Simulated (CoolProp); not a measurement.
Vapour-liquid equilibrium of nitrogen (1) + carbon monoxide (2) at 116 K; x and y are mole fractions of (1).

Computed with CoolProp (multi-fluid Helmholtz-energy mixture model, Span 2000 and Lemmon 2006; pair parameters Gernert 2013).

```tsv
x	bubble pressure, mixture model (MPa)	bubble pressure, Raoult's law (MPa)	y, mixture model	y, Raoult's law
0.05	1.542	1.540	0.061	0.066
0.15	1.600	1.593	0.179	0.192
0.25	1.658	1.646	0.291	0.310
0.35	1.716	1.699	0.397	0.421
0.45	1.772	1.752	0.497	0.525
0.55	1.827	1.805	0.594	0.623
0.65	1.880	1.858	0.687	0.715
0.75	1.930	1.911	0.777	0.802
0.85	1.978	1.964	0.867	0.884
0.95	2.022	2.017	0.955	0.962
```

The largest gap from Raoult's law is +1.2 % in bubble pressure, at x = 0.55. No azeotrope shows between x = 0.05 and 0.95.

Pair parameters are fitted to limited data, so mixtures are less certain than the pure fluids.
